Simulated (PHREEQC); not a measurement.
A column of 0.2 m (30 cells, dispersivity 0.016 m, 300 s a shift, diffusion coefficient 3e-10 m²/s) holds 0.017 eq of the database's cation exchanger X per kg of pore water, first in equilibrium with 1.6 mmol/kgw MgSO4 and 0.01 mmol/kgw HCl. It is flushed with 0.00061 mol MnCl2, 0.018 mol NaCl and 1e-05 mol HCl per kg of water, at 15 °C. Values are for the last cell. The system is closed to CO2. No solid was allowed to form.

The series has 31 steps of pore volumes, from 0 to 4.017.

All values are PHREEQC results (ion-association model, phreeqc.dat), not measurements.

Q: After how many pore volumes does Na at the outlet first reach half of its feed value?

A: By 1.2 pore volumes.

Complexes and solids missing from the database can't appear.
